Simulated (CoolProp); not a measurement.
Vapour pressure (MPa) of R245ca: the reference equation beside estimates from Tc = 174.4 °C, pc = 3.941 MPa, ω = 0.355. Clausius-Clapeyron is anchored at -31.85 °C with a constant enthalpy of vaporisation of 31.64 kJ/mol.

Values from CoolProp's reference Helmholtz-energy equation of state, Zhou 2016.

| T (°C) | reference | Lee-Kesler | Clausius-Clapeyron | van der Waals | Redlich-Kwong | Soave-Redlich-Kwong | Peng-Robinson |
|---|---|---|---|---|---|---|---|
| -52.35 | 0.001263 | 0.001312 | 0.001317 | 0.09993 | 0.007373 | 0.001352 | 0.001491 |
| -47.25 | ___ | 0.001949 | 0.001944 | 0.1167 | 0.01013 | 0.002004 | 0.002188 |
| -42.15 | 0.002787 | 0.002837 | 0.002819 | 0.1353 | 0.01367 | 0.002910 | 0.003148 |
| -36.95 | 0.004038 | 0.004079 | 0.004052 | 0.1565 | 0.01825 | 0.004174 | 0.004476 |
| -31.85 | 0.005696 | 0.005721 | 0.005696 | 0.1793 | 0.02386 | ___ | 0.006214 |
| -26.75 | 0.007893 | 0.007893 | 0.007895 | 0.2045 | 0.03076 | 0.008040 | 0.008490 |
| -21.65 | 0.01076 | 0.01072 | 0.01080 | 0.2320 | 0.03915 | 0.01090 | 0.01143 |
| -16.55 | 0.01443 | 0.01436 | 0.01459 | 0.2619 | 0.04922 | 0.01456 | ___ |

Q: Some entries are withheld; supply them.

A: 
- -47.25, reference: 0.001897
- -31.85, Soave-Redlich-Kwong: 0.005841
- -16.55, Peng-Robinson: 0.01518

Absolute difference from the reference over all 8 rows, mean and median: Lee-Kesler 1.3 and 0.8 %, Clausius-Clapeyron 1.2 and 0.7 %, van der Waals 3963.0 and 3411.8 %, Redlich-Kwong 346.7 and 335.4 %, Soave-Redlich-Kwong 3.4 and 3.0 %, Peng-Robinson 10.7 and 10.0 %.
